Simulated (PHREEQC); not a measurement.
0.5 mol of Gypsum (CaSO4:2H2O) is brought to equilibrium with 1 kg of water, at several temperatures. O2 is buffered at 0.21 atm. CO2 from the air is kept out. Only these solids could form: Gypsum.

Computed with PHREEQC (ion-association model, phreeqc.dat).

```tsv
T (°C)	dissolved Ca (mol/kgw)	dissolved S (mol/kgw)
10	0.0141	0.0141
15.3	0.0145	0.0145
20.7	0.0149	0.0149
26	0.0151	0.0151
31.3	0.0153	0.0153
36.7	0.0154	0.0154
42	0.0154	0.0154
47.3	0.0153	0.0153
52.7	0.0152	0.0152
58	0.0150	0.0150
63.3	0.0147	0.0147
68.7	0.0144	0.0144
74	0.0140	0.0140
79.3	0.0136	0.0136
84.7	0.0132	0.0132
90	0.0127	0.0127
```

At this temperature some constants are extrapolated from 25 °C, and those without enthalpy data are left unchanged. Outside its range of stability a hydrate's values are those of a metastable solid.
